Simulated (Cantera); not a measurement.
An adiabatic, constant-volume homogeneous reactor starts with C2H4 : O2 : N2 : H2O = 1 : 5.56 : 20.9 : 0.98 (molar parts), equivalence ratio 0.54, at 1150 K and 7500 Torr. Integrator tolerance rtol = 1e-08.

Cantera simulation using GRI-Mech 3.0 (53 species, 325 reactions); the numbers are that mechanism's predictions, not measurements. GRI-Mech 3.0 was tuned for natural gas; its chemistry of ethylene as a main component is partial and can be far from experiment.

### Question
What does this change do: pressure from 7500 Torr to 15800 Torr?

### Answer
```csv
quantity,before,after
time of steepest temperature rise,1.77 ms,1.17 ms
temperature at 0.100 s,2557 K,2570 K
equilibrium temperature,2557 K,2570 K
x(C2H4) at 0.100 s,<1e-12 (gas-phase equilibrium <1e-12),<1e-12 (gas-phase equilibrium <1e-12)
x(O2) at 0.100 s,0.0815 (gas-phase equilibrium 0.0815),0.0813 (gas-phase equilibrium 0.0813)
x(H2O) at 0.100 s,0.101 (gas-phase equilibrium 0.101),0.101 (gas-phase equilibrium 0.101)
x(CO2) at 0.100 s,0.0676 (gas-phase equilibrium 0.0676),0.0683 (gas-phase equilibrium 0.0683)
x(HCN) at 0.100 s,1.39e-11 (gas-phase equilibrium 1.39e-11),1.36e-11 (gas-phase equilibrium 1.36e-11)
```
The pressure lies above the range GRI-Mech 3.0 was tuned for (to about 10 atm).

### Question
What does this change do: N2 20.9 to 31 parts?

### Answer
```json
[
 {"quantity": "time of steepest temperature rise", "before": "1.77 ms", "after": "2.28 ms"},
 {"quantity": "temperature at 0.100 s", "before": "2557 K", "after": "2276 K"},
 {"quantity": "equilibrium temperature", "before": "2557 K", "after": "2276 K"},
 {"quantity": "x(C2H4) at 0.100 s", "before": "<1e-12 (gas-phase equilibrium <1e-12)", "after": "<1e-12 (gas-phase equilibrium <1e-12)"},
 {"quantity": "x(O2) at 0.100 s", "before": "0.0815 (gas-phase equilibrium 0.0815)", "after": "0.0619 (gas-phase equilibrium 0.0619)"},
 {"quantity": "x(H2O) at 0.100 s", "before": "0.101 (gas-phase equilibrium 0.101)", "after": "0.0761 (gas-phase equilibrium 0.0761)"},
 {"quantity": "x(CO2) at 0.100 s", "before": "0.0676 (gas-phase equilibrium 0.0676)", "after": "0.0514 (gas-phase equilibrium 0.0514)"},
 {"quantity": "x(HCN) at 0.100 s", "before": "1.39e-11 (gas-phase equilibrium 1.39e-11)", "after": "<1e-12 (gas-phase equilibrium <1e-12)"}
]
```

### Question
What does this change do: initial temperature 1150 to 1698 K?

### Answer
```tsv
quantity	before	after
time of steepest temperature rise	1.77 ms	2.42 µs
temperature at 0.100 s	2557 K	2873 K
equilibrium temperature	2557 K	2873 K
x(C2H4) at 0.100 s	<1e-12 (gas-phase equilibrium <1e-12)	<1e-12 (gas-phase equilibrium <1e-12)
x(O2) at 0.100 s	0.0815 (gas-phase equilibrium 0.0815)	0.0776 (gas-phase equilibrium 0.0776)
x(H2O) at 0.100 s	0.101 (gas-phase equilibrium 0.101)	0.0931 (gas-phase equilibrium 0.0931)
x(CO2) at 0.100 s	0.0676 (gas-phase equilibrium 0.0676)	0.0589 (gas-phase equilibrium 0.0589)
x(HCN) at 0.100 s	1.39e-11 (gas-phase equilibrium 1.39e-11)	3.77e-10 (gas-phase equilibrium 3.77e-10)
```
